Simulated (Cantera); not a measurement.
What does this Cantera script print?

```python
import numpy as np
import cantera as ct

gas = ct.Solution("gri30.yaml")
gas.TPX = 1725, 21000, {'CH4': 1, 'N2': 33}
inlet = ct.Reservoir(gas, clone=True)

reactor = ct.IdealGasConstPressureReactor(gas, energy="off", clone=False)
exhaust = ct.Reservoir(gas, clone=True)
tau = [0.35, 0.12, 0.041, 0.014, 0.0049, 0.0017, 0.00058][0]
for a, b in ((inlet, reactor), (reactor, exhaust)):
    ct.MassFlowController(a, b, mdot=lambda t: reactor.mass / tau)
net = ct.ReactorNet([reactor])
show = ['CH4', 'C2H', 'H2', 'C2H6', 'CH2']

rows = []
print(f"{'tau/s':>10s}{'T/K':>9s}" + "".join(f"{s:>11s}" for s in show))
for tau in [0.35, 0.12, 0.041, 0.014, 0.0049, 0.0017, 0.00058]:
    net.initial_time = 0.0
    net.advance(30 * tau)
    before = gas.X
    net.advance(40 * tau)
    drift = np.max(np.abs(gas.X - before) / (gas.X + 1e-9))
    rows.append([gas.T, *gas[show].X, drift])
    print(f"{tau:10.3e}{gas.T:9.1f}" + "".join(f"{x:11.3e}" for x in gas[show].X))
```

Result:

```
     tau/s      T/K        CH4        C2H         H2       C2H6        CH2
 3.500e-01   1725.0  5.272e-03  1.196e-07  3.491e-02  2.513e-06  2.679e-07
 1.200e-01   1725.0  8.962e-03  9.490e-08  2.933e-02  6.516e-06  3.779e-07
 4.100e-02   1725.0  1.423e-02  6.541e-08  2.128e-02  1.485e-05  4.923e-07
 1.400e-02   1725.0  2.046e-02  3.323e-08  1.171e-02  2.643e-05  5.522e-07
 4.900e-03   1725.0  2.611e-02  7.770e-09  3.609e-03  2.620e-05  4.134e-07
 1.700e-03   1725.0  2.884e-02  4.873e-10  4.361e-04  7.476e-06  1.245e-07
 5.800e-04   1725.0  2.929e-02  1.229e-11  6.499e-05  8.754e-07  2.005e-08
```

Cantera simulation using GRI-Mech 3.0 (53 species, 325 reactions); the numbers are that mechanism's predictions, not measurements. GRI-Mech 3.0 stops at C3 and has no aromatics, soot or wall deposition, so with more carbon than oxygen in the feed, carbon stays in small species such as C2H2 where larger ones or solid carbon would form.
